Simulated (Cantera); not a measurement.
**Equilibrium for silicates and aluminates: SiO₂ + MgO + H₂O**

A closed system holds: 1 mol SiO₂, 0.32 mol MgO, 0.73 mol H₂O, equilibrated at 1850 K and 1.90 mbar.

These are equilibrium values from Cantera (NASA tables, ideal gas, pure condensed phases), not measurements of a reactor. Candidate condensed phases: H₂O, Mg, MgO, Mg(OH)₂, MgSiO₃, Mg₂SiO₄, Si, SiO₂; 24 gas species. Mutual solubility and eutectic melting of coexisting phases are not modelled. The tables hold silica as quartz up to 1696 K and as liquid above; real silica turns to tridymite and cristobalite and melts near 1996 K. Condensed phases not in the tables: alloys, solid solutions and most ternary compounds. Kinetics and transport are ignored.

| Property | Result |
|---|---|
| x(H₂O) | 0.963 |
| x(H₂) | 0.0200 |
| x(O₂) | 0.00873 |
| x(OH) | 0.00621 |
| x(H) | 0.00175 |
| x(O) | 0.000413 |
| x(SiO) | 6.20e-5 |
| x(SiO₂) | 8.13e-6 |
| x(Mg) | 2.28e-6 |
| n(Mg₂SiO₄(s)) | 0.160 mol |
| n(SiO₂(condensed)) | 0.840 mol |
| gas amount | 0.7398 mol |
| log10 activity of Mg(l) (absent) | -9.62 |
| log10 activity of Si(l) (absent) | -11.59 |
